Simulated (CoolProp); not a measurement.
The fluid at 293.15 K and 3.38 MPa is throttled through a valve to 0.521 MPa with no heat exchange. The same conditions are run with several fluids, on thermodynamics alone (safety and materials aside).

Model: reference Helmholtz-energy equation of state of each fluid (R410A: Lemmon 2003; isobutene: Lemmon 2005; R1336mzz(Z): McLinden 2020; cyclohexane: Zhou 2014; n-undecane: Aleksandrov 2011), in CoolProp. Blends and air are pseudo-pure fits.

```csv
fluid,temperature change (K),final phase,final density (kg/m³)
R410A,-32.8,"two-phase, vapour fraction 0.212",88.9
isobutene,+0.8,liquid,594
R1336mzz(Z),+0.8,liquid,1380
cyclohexane,___,liquid,778
n-undecane,___,liquid,___
```

### Question
Complete the blanks.

### Answer

- cyclohexane, temperature change (K): +1.3
- n-undecane, temperature change (K): +1.2
- n-undecane, final density (kg/m³): 740
